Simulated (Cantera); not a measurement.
Charge: 1 mol C₂F₆, 1.1 mol HCl, at 2450 K and 49.5 Torr.

Method: chemical equilibrium by Gibbs-energy minimisation in Cantera with the NASA 1993 tables (ideal gas, pure condensed phases). Candidate condensed phases: C, C₆H₆, C₇H₈, C₈H₁₈; 118 gas species. The feed counts by its element totals alone. The tables' values for C₂F₄ are old estimates; treat these amounts as uncertain. Gases not in the tables: C₂F₆ and larger saturated fluorocarbons. Equilibrium is a limit: real reactors are often held back by kinetics, nucleation or transport.

Base state: CF₂ 0.263, HF 0.239, Cl 0.237, F 0.157, CF₄ 0.0871, CF₃ 0.0109, CF 0.00437, HCl 0.000933 (mole fractions); condensed: C(graphite).

**Question.** What changes in the equilibrium state with this change: pressure from 49.5 Torr to 0.0203 Torr?

**Answer.** 
```csv
species,before,after
F,0.157,0.663
Cl,0.237,0.152
HF,0.239,0.146
CF₂,0.263,0.00193
CF₄,0.0871,1.91e-9
CF₃,0.0109,1.38e-7
CF,0.00437,0.0185
CClF₃,0.000201,<1e-9
C₂F₄,1.10e-5,<1e-9
Cl₂,0.000408,6.88e-8
C₂,3.11e-7,0.000759
C₃,3.40e-6,0.00832
"C(graphite), mol",0.323,1.64
```
